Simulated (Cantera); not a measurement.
A closed system holds: 1 mol PbO, 0.015 mol O₂, 94 mol H₂, held at 1227 °C and 100 Torr.

Equilibrium computed with Cantera from the NASA thermochemical tables; the gas is ideal and each condensed phase is pure. Candidate condensed phases: H₂O, Pb, PbO, PbO₂, Pb₃O₄; 12 gas species. Rates play no part.

Base state: H₂ 0.979, H₂O 0.0108, Pb 0.0105, H 4.77e-5 (mole fractions); condensed: gas only.

Problem. What changes in the equilibrium state with this change: temperature from 1227 °C to 302 °C?

Solution. 
```csv
species,before,after
H₂,0.979,0.989
H₂O,0.0108,0.0110
Pb,0.0105,<1e-9
H,4.77e-5,<1e-9
"Pb(s), mol",0,1.00
```
